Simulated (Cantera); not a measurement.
A perfectly stirred reactor is fed with CH₃OH : O₂ : N₂ = 1 : 2.59 : 9.72 (molar parts), at 5.40 bar; it is adiabatic with a 325 K inlet, and is followed from long to short residence time, starting on the burning branch (τ in s: 0.02, 0.0097, 0.0046, 0.0022, 0.0011, 0.00051, 0.00025, 0.00012, 5.6e-05).

Computed with Cantera and GRI-Mech 3.0 (53 species, 325 reactions). GRI-Mech 3.0 was tuned for natural gas; its chemistry of methanol as a main component is partial and can be far from experiment.

One state of this run: T (K) = 1616; x CH₃OH = 0.000221; x O₂ = 0.0842; x H₂O₂ = 2.38e-6; x H₂O = 0.142; x NO = 8.60e-7; x CO = 0.0105. x: mole fraction; the columns are a selection and need not sum to one.

Task: Which value of τ (s) does it belong to?
(A) 5.6e-5
(B) 0.00025
(C) 0.00051
(D) 0.0022

Result: C, 0.00051
